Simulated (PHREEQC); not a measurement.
A column of 0.5 m (30 cells, dispersivity 0.018 m, 3600 s a shift, diffusion coefficient 3e-10 m²/s) holds 0.0021 eq of the database's cation exchanger X per kg of pore water, first in equilibrium with 0.56 mmol/kgw CdCl2, 7.6 mmol/kgw MgSO4 and 0.01 mmol/kgw HCl. It is flushed with 5.6 mmol/kgw LiCl and 0.01 mmol/kgw HCl, at 25 °C. Values are for the last cell. The system is closed to CO2. Nothing may precipitate in this run.

Computed with PHREEQC (ion-association model, phreeqc.dat).

Question: Predict Li in solution (mol/kgw), S in solution (mol/kgw), Mg in solution (mol/kgw), Cd in solution (mol/kgw) at pore volumes = 1.117, 1.817, 2.317.

Answer: 
```csv
pore volumes,Li in solution (mol/kgw),S in solution (mol/kgw),Mg in solution (mol/kgw),Cd in solution (mol/kgw)
1.117,0.00366,0.00222,0.00235,0.000187
1.817,0.00517,6.47e-5,0.000238,2.06e-5
2.317,0.00535,3.12e-6,0.000116,1.01e-5
```

Species that the database lacks are ignored.
